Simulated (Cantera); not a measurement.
Feed: 1 mol Si, a varied amount of HCl, 2.7 mol H2, equilibrated at 45.0 Pa.

Points: T (K) = 1073, 1123, 1173, 1223, 1273, 1323, 1373, 1423, 1473, 1523, 1573; n(HCl) (mol) = 1.5, 2, 2.5, 3.2, 4.2, 5.4, 6.9, 8.9, 11, 15, 19.

Cantera's Mixture.equilibrate('TP', solver="vcs", rtol=1e-11, max_steps=5000) on the NASA tables stopped like this:

```
ERROR: FAILURE its = 5001!

*******************************************************************************
CanteraError thrown by MultiPhase::equilibrate:
VCS solver failed. Return code: -1
*******************************************************************************
```

### Question
What got this run through?

### Answer
One answer among several that fit: The failure is numerical, not chemical. The same input converged with solver="gibbs", rtol=1e-10, max_steps=50000, and the result passed a check of the equilibrium conditions:
```
   1073        1.5  Si(cr)
   1073          2  Si(cr)
   1073        2.5  Si(cr)
   1073        3.2  Si(cr)
   1073        4.2  gas only
   1073        5.4  gas only
   1073        6.9  gas only
   1073        8.9  gas only
   1073         11  gas only
   1073         15  gas only
   1073         19  gas only
   1123        1.5  Si(cr)
   1123          2  Si(cr)
   1123        2.5  Si(cr)
   1123        3.2  Si(cr)
   1123        4.2  gas only
   1123        5.4  gas only
   1123        6.9  gas only
   1123        8.9  gas only
   1123         11  gas only
   1123         15  gas only
   1123         19  gas only
   1173        1.5  Si(cr)
   1173          2  Si(cr)
   1173        2.5  Si(cr)
   1173        3.2  Si(cr)
   1173        4.2  gas only
   1173        5.4  gas only
   1173        6.9  gas only
   1173        8.9  gas only
   1173         11  gas only
   1173         15  gas only
   1173         19  gas only
   1223        1.5  Si(cr)
   1223          2  Si(cr)
   1223        2.5  Si(cr)
   1223        3.2  Si(cr)
   1223        4.2  gas only
   1223        5.4  gas only
   1223        6.9  gas only
   1223        8.9  gas only
   1223         11  gas only
   1223         15  gas only
   1223         19  gas only
   1273        1.5  Si(cr)
   1273          2  Si(cr)
   1273        2.5  Si(cr)
   1273        3.2  Si(cr)
   1273        4.2  gas only
   1273        5.4  gas only
   1273        6.9  gas only
   1273        8.9  gas only
   1273         11  gas only
   1273         15  gas only
   1273         19  gas only
   1323        1.5  Si(cr)
   1323          2  Si(cr)
   1323        2.5  Si(cr)
   1323        3.2  Si(cr)
   1323        4.2  gas only
   1323        5.4  gas only
   1323        6.9  gas only
   1323        8.9  gas only
   1323         11  gas only
   1323         15  gas only
   1323         19  gas only
   1373        1.5  Si(cr)
   1373          2  Si(cr)
   1373        2.5  Si(cr)
   1373        3.2  gas only
   1373        4.2  gas only
   1373        5.4  gas only
   1373        6.9  gas only
   1373        8.9  gas only
   1373         11  gas only
   1373         15  gas only
   1373         19  gas only
   1423        1.5  Si(cr)
   1423          2  Si(cr)
   1423        2.5  Si(cr)
   1423        3.2  gas only
   1423        4.2  gas only
   1423        5.4  gas only
   1423        6.9  gas only
   1423        8.9  gas only
   1423         11  gas only
   1423         15  gas only
   1423         19  gas only
   1473        1.5  Si(cr)
   1473          2  Si(cr)
   1473        2.5  Si(cr)
   1473        3.2  gas only
   1473        4.2  gas only
   1473        5.4  gas only
   1473        6.9  gas only
   1473        8.9  gas only
   1473         11  gas only
   1473         15  gas only
   1473         19  gas only
   1523        1.5  Si(cr)
   1523          2  Si(cr)
   1523        2.5  Si(cr)
   1523        3.2  gas only
   1523        4.2  gas only
   1523        5.4  gas only
   1523        6.9  gas only
   1523        8.9  gas only
   1523         11  gas only
   1523         15  gas only
   1523         19  gas only
   1573        1.5  Si(cr)
   1573          2  Si(cr)
   1573        2.5  Si(cr)
   1573        3.2  gas only
   1573        4.2  gas only
   1573        5.4  gas only
   1573        6.9  gas only
   1573        8.9  gas only
   1573         11  gas only
   1573         15  gas only
   1573         19  gas only
```

The gas is ideal and each condensed phase is pure. The tables' values for SiCl3 are old estimates.
